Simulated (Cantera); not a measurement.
A closed system holds: 1 mol CH3F, 0.15 mol H2, held at 2452 °C and 97.0 Pa.

These are equilibrium values from Cantera (NASA tables, ideal gas, pure condensed phases), not measurements of a reactor. Candidate condensed phases: C, C6H6, C7H8, C8H18; 95 gas species. Kinetics and transport are ignored.

Base state: H 0.576, HF 0.313, H2 0.0826, C3 0.0126, F 0.00780, C 0.00292, C2H2 (acetylene) 0.00213, C2H 0.00165 (mole fractions); condensed: C(graphite).

What changes in the equilibrium state with this change: CH3F replaced by CF4?


```json
[
 {"species": "F", "before": "0.00780", "after": "0.838"},
 {"species": "HF", "before": "0.313", "after": "0.0737"},
 {"species": "CF", "before": "0.000479", "after": "0.0515"},
 {"species": "H", "before": "0.576", "after": "0.00126"},
 {"species": "H2", "before": "0.0826", "after": "3.97e-7"},
 {"species": "CF2", "before": "1.58e-6", "after": "0.0182"},
 {"species": "C3", "before": "0.0126", "after": "0.0126"},
 {"species": "C2H2 (acetylene)", "before": "0.00213", "after": "1.02e-8"},
 {"species": "C4H2", "before": "2.28e-5", "after": "<1e-9"},
 {"species": "CH", "before": "1.94e-5", "after": "4.25e-8"},
 {"species": "C(graphite), mol", "before": "0.839", "after": "0.546"}
]
```

What changes in the equilibrium state with this change: temperature from 2452 °C to 2477 °C?


| species | before | after |
|---|---|---|
| H | 0.576 | 0.586 |
| HF | 0.313 | 0.305 |
| H2 | 0.0826 | 0.0713 |
| C3 | 0.0126 | 0.0174 |
| C5 | 9.22e-5 | 0.000139 |
| C4 | 1.80e-5 | 2.71e-5 |
| C(graphite), mol | 0.839 | 0.782 |
